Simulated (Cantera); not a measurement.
Charge: 1 mol SrCl₂, 41 mol H₂, equilibrated at 0.0133 bar.

Cantera equilibrium calculation (NASA polynomials, part measured and part estimated; ideal gas, pure solids and liquids). Candidate condensed phases: Sr, SrCl₂; 8 gas species. Kinetics and transport are ignored.

Task: What share of the Sr ends up in condensed phases as a function of T (K), at 1098, 1148, 1198, 1248, 1298, 1348, 1398, 1448, 1498, 1548, 1598, 1648, 1698, 1748?

Result: 
```json
[
 {"T (K)": "1098", "Sr condensed (%)": "100.0", "as": "SrCl₂(s)"},
 {"T (K)": "1148", "Sr condensed (%)": "99.9", "as": "SrCl₂(l)"},
 {"T (K)": "1198", "Sr condensed (%)": "99.6", "as": "SrCl₂(l)"},
 {"T (K)": "1248", "Sr condensed (%)": "98.8", "as": "SrCl₂(l)"},
 {"T (K)": "1298", "Sr condensed (%)": "96.3", "as": "SrCl₂(l)"},
 {"T (K)": "1348", "Sr condensed (%)": "89.9", "as": "SrCl₂(l)"},
 {"T (K)": "1398", "Sr condensed (%)": "74.1", "as": "SrCl₂(l)"},
 {"T (K)": "1448", "Sr condensed (%)": "38.2", "as": "SrCl₂(l)"},
 {"T (K)": "1498", "Sr condensed (%)": "0.0", "as": "-"},
 {"T (K)": "1548", "Sr condensed (%)": "0.0", "as": "-"},
 {"T (K)": "1598", "Sr condensed (%)": "0.0", "as": "-"},
 {"T (K)": "1648", "Sr condensed (%)": "0.0", "as": "-"},
 {"T (K)": "1698", "Sr condensed (%)": "0.0", "as": "-"},
 {"T (K)": "1748", "Sr condensed (%)": "0.0", "as": "-"}
]
```
